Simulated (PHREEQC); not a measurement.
A made-up water analysis in mg/L, 25 °C, pH 5.79, pe 8.9:

| constituent | mg/L |
|---|---|
| Na | 0.463 |
| K | 0.014 |
| Ca | 3.6 |
| Mg | 1.16 |
| Cl | 4.36 |
| S(6) as SO4 | 1.14 |
| Alkalinity as HCO3 | 8.63 |
| Cu(2) | 0.00906 |
| B | 0.000357 |
| Li | 0.0355 |
| Cd | 0.0747 |
| O(0) (dissolved oxygen) | 0.00463 |

Valence states are taken as typed.

Computed with PHREEQC (ion-association model, wateq4f.dat).

This is a speciation only: nothing precipitates in the calculation.

### Question
What charge-balance error does the model give?

### Answer
charge-balance error 2.4 %.

### Question
In which forms is Cd present?

### Answer
Cd+2 98 %, CdCl+ 1.0 % of the Cd.
